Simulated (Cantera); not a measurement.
An isothermal, constant-pressure homogeneous reactor starts with N2O : H2 : N2 = 1 : 0.0027 : 2.6 (molar parts), at 1400 K and 0.0263 atm.

Detailed kinetics in Cantera: GRI-Mech 3.0 (53 species, 325 reactions). GRI-Mech 3.0 was tuned for natural gas; its chemistry of N2O as a main component is partial and can be far from experiment. Radical loss at walls, strong at low pressure, is not modelled. The temperature is held fixed by assumption; the heat of reaction is taken as removed at once.

One state of this run: x N2O = 0.145; x H2 = 4.21e-8; x O2 = 0.0472; x NO = 0.0218; x OH = 1.89e-5. x: mole fraction; the columns are a selection and need not sum to one.

Problem. Which value of t (s) does it belong to?
A. 1.40
B. 0.00196
C. 0.000300
D. 0.000767

Solution. A, 1.40
